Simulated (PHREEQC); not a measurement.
Solution (66 °C): 0.23 mol KBr and 0.00044 mol NaHSO4 per kg of water. Closed to the air; pH follows from the charge balance.

Model: ion-association model, phreeqc.dat, run in PHREEQC.

Precipitation was switched off in this run.

**Question.** Order these S species by the share of S that they hold, largest first: SO4-2, HSO4-, KSO4-.

**Answer.** SO4-2 (57 %), KSO4- (41 %), HSO4- (1.8 %)

The pH is 3.47 and the ionic strength 0.231 mol/kgw. Away from 25 °C the constants follow the database's enthalpies or fits; those with neither stay at their 25 °C values.
